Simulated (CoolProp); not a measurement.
Octamethylcyclotetrasiloxane (D4) along the isobar 29.7 bar: fugacity coefficient from the reference equation and from simpler models built on Tc = 313.4 °C, pc = 13.47 bar, ω = 0.598; each cubic takes its own stable root.

The numbers come from the reference Helmholtz-energy equation of state, Thol 2015 in CoolProp.

```json
[
 {"T (°C)": "29.25", "phase": "liquid", "reference": "8.930e-5", "van der Waals": "0.02794", "Peng-Robinson": "0.0001188"},
 {"T (°C)": "47.45", "phase": "liquid", "reference": "0.0002955", "van der Waals": "0.03889", "Peng-Robinson": "0.0003605"},
 {"T (°C)": "65.75", "phase": "liquid", "reference": "0.0008318", "van der Waals": "0.05224", "Peng-Robinson": "0.0009507"},
 {"T (°C)": "83.95", "phase": "liquid", "reference": "0.002026", "van der Waals": "0.06790", "Peng-Robinson": "0.002209"},
 {"T (°C)": "102.25", "phase": "liquid", "reference": "0.004410", "van der Waals": "0.08603", "Peng-Robinson": "0.004649"},
 {"T (°C)": "120.45", "phase": "liquid", "reference": "0.008668", "van der Waals": "0.1064", "Peng-Robinson": "0.008926"},
 {"T (°C)": "138.65", "phase": "liquid", "reference": "0.01568", "van der Waals": "0.1289", "Peng-Robinson": "0.01590"},
 {"T (°C)": "156.95", "phase": "liquid", "reference": "0.02649", "van der Waals": "0.1536", "Peng-Robinson": "0.02660"},
 {"T (°C)": "175.15", "phase": "liquid", "reference": "0.04196", "van der Waals": "0.1800", "Peng-Robinson": "0.04193"},
 {"T (°C)": "193.45", "phase": "liquid", "reference": "0.06317", "van der Waals": "0.2083", "Peng-Robinson": "0.06300"},
 {"T (°C)": "211.65", "phase": "liquid", "reference": "0.09058", "van der Waals": "0.2379", "Peng-Robinson": "0.09034"},
 {"T (°C)": "229.95", "phase": "liquid", "reference": "0.1249", "van der Waals": "0.2688", "Peng-Robinson": "0.1247"},
 {"T (°C)": "248.15", "phase": "liquid", "reference": "0.1659", "van der Waals": "0.3005", "Peng-Robinson": "0.1659"}
]
```
